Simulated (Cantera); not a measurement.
A closed system holds: 1 mol PbO, 0.34 mol C, 0.067 mol CO, held at 1727 °C and 10000 Pa.

These are equilibrium values from Cantera (NASA tables, ideal gas, pure condensed phases), not measurements of a reactor. Candidate condensed phases: C, Pb, PbO, PbO2, Pb3O4; 15 gas species. Gases not in the tables: (PbO)n polymers. Kinetics and transport are ignored.

Question: What is the equilibrium state?

Answer: 
| Item | Value |
|---|---|
| x(Pb) | 0.522 |
| x(CO2) | 0.272 |
| x(PbO) | 0.185 |
| x(CO) | 0.0160 |
| x(O2) | 0.00504 |
| x(O) | 0.000150 |
| x(Pb2) | 0.000133 |
| gas amount | 1.414 mol |
| log10 activity of Pb(l) (absent) | -1.23 |
| log10 activity of C(graphite) (absent) | -8.62 |
